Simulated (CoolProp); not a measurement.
Propane along the isobar 101 kPa: Z from the reference equation and from simpler models built on Tc = 369.9 K, pc = 4251 kPa, ω = 0.152; each cubic takes its own stable root.

Computed with CoolProp (reference Helmholtz-energy equation of state, Lemmon 2009).

```csv
T (K),phase,reference,van der Waals,Redlich-Kwong
95.1,liquid,0.007788,0.01260,0.008466
101.5,liquid,0.007364,0.01188,0.007981
107.8,liquid,0.006996,0.01126,0.007562
114.2,liquid,0.006665,0.01071,0.007186
120.5,liquid,0.006375,0.01022,0.006857
126.9,liquid,0.006110,0.009778,0.006559
133.2,liquid,0.005875,0.009385,0.006295
139.6,liquid,0.005659,0.009025,0.006054
145.9,liquid,0.005466,0.008704,0.005839
152.3,liquid,0.005287,0.008407,0.005642
158.6,liquid,0.005127,0.008140,0.005465
165,liquid,0.004978,0.007893,0.005302
171.4,liquid,0.004841,0.007666,0.005153
177.7,liquid,0.004717,0.007462,0.005020
184.1,liquid,0.004601,0.9643,0.004896
```

At some of these states van der Waals gives the other phase, because its saturation line lies elsewhere.
